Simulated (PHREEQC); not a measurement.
Model water analysis in mg/kgw, 5 °C, pH 7.25, pe 1.3:

```csv
constituent,mg/kgw
Na,3630
K,950
Ca,361
Mg,79.3
Cl,6610
S(6) as SO4,793
Alkalinity as HCO3,1.19
Mn(2),5.75
Sr,13.1
```

Valence states are taken as typed.

All values are PHREEQC results (ion-association model, wateq4f.dat), not measurements.

The ionic strength comes out as 0.219 mol/kgw. What activity coefficients do NaSO4-, Cl-, Mn+2, Sr+2, Mg+2 get?

NaSO4- 0.75, Cl- 0.71, Mn+2 0.33, Sr+2 0.33, Mg+2 0.35.

Precipitation was switched off in this run. Constants without temperature data keep their 25 °C values here.
